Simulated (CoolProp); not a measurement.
Vapour-liquid equilibrium of benzene (1) + octamethylcyclotetrasiloxane (D4) (2) at 330.1 K; x and y are mole fractions of (1).

Computed with CoolProp (multi-fluid Helmholtz-energy mixture model, Thol 2012 and Thol 2015; pair parameters Bell 2016).

| x | bubble pressure (bar) | y at the bubble point | dew pressure at overall composition x (bar) | liquid density (mol/L) |
|---|---|---|---|---|
| 0.05 | 0.03136 | 0.672 | 0.01137 | 3.215 |
| 0.125 | 0.06650 | 0.858 | 0.01231 | 3.433 |
| 0.2 | 0.1043 | 0.917 | 0.01343 | 3.677 |
| 0.275 | 0.1423 | 0.945 | 0.01477 | 3.950 |
| 0.35 | 0.1791 | 0.961 | 0.01641 | 4.260 |
| 0.425 | 0.2139 | 0.971 | 0.01846 | 4.612 |
| 0.5 | 0.2468 | 0.977 | 0.02109 | 5.017 |
| 0.575 | 0.2784 | 0.983 | 0.02461 | 5.488 |
| 0.65 | 0.3095 | 0.987 | 0.02953 | 6.041 |
| 0.725 | 0.3411 | 0.990 | 0.03692 | 6.700 |
| 0.8 | 0.3740 | 0.993 | 0.04928 | 7.497 |
| 0.875 | 0.4087 | 0.996 | 0.07426 | 8.480 |
| 0.95 | 0.4447 | 0.999 | 0.1521 | 9.719 |

No azeotrope shows between x = 0.05 and 0.95.

Pair parameters are fitted to limited data, so mixtures are less certain than the pure fluids. The gap from Raoult's law changes sign with composition, which may be real or a fault of the pair parameters; it wasn't checked against measurements.
